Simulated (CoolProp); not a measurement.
1000 sccm (0 °C, 1 atm) of nitrogen bubbles through liquid n-nonane at 297.6 K and leaves saturated at a total pressure of 0.0121 MPa (ideal gas phase). Each further row changes one setting.

Model: reference Helmholtz-energy equation of state, Lemmon 2006, in CoolProp. It is a short technical equation, of lower accuracy than the large ones.

| case | vapour pressure (kPa) | mole fraction of vapour | delivery (mg/min) | delivery (sccm) | change of delivery for a bath 1 K warmer (%) |
|---|---|---|---|---|---|
| as stated | 0.561 | 0.0463 | 278 | 48.6 | 6.8 |
| bath temperature 302.6 K | 0.765 | 0.0632 | 386 | 67.5 | 6.7 |
| total pressure 0.0242 MPa | 0.561 | 0.0232 | 136 | 23.7 | 6.7 |
